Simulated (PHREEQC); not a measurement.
Solution (60 °C): 0.25 mol CdBr2 per kg of water. Closed to the air; pH follows from the charge balance.

Computed with PHREEQC (ion-association model, wateq4f.dat).

This is a speciation only: nothing precipitates in the calculation.

### Question
Estimate the pH.

### Answer
pH 5.58.

### Question
In which forms is Cd present?

### Answer
CdBr+ 58 %, CdBr2 34 %, Cd+2 8.5 % of the Cd.

Constants without temperature data keep their 25 °C values here.
